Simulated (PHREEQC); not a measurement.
Consider water at 44 °C with 46 mmol/kgw NaBr. Closed to the air; pH follows from the charge balance.

Computed with PHREEQC (ion-association model, phreeqc.dat).

```json
{
 "ionic_strength": "0.0460 mol/kgw",
 "specific_conductance": "7370 µS/cm"
}
```

```csv
species,molality,activity,log γ
Br-,0.0460,0.0371,-0.093
Na+,0.0460,0.0379,-0.084
H+,2.34e-7,1.99e-7,-0.069
OH-,2.34e-7,1.90e-7,-0.091
```

Precipitation was switched off in this run. Complexes and solids missing from the database can't appear. At this temperature some constants are extrapolated from 25 °C, and those without enthalpy data are left unchanged.
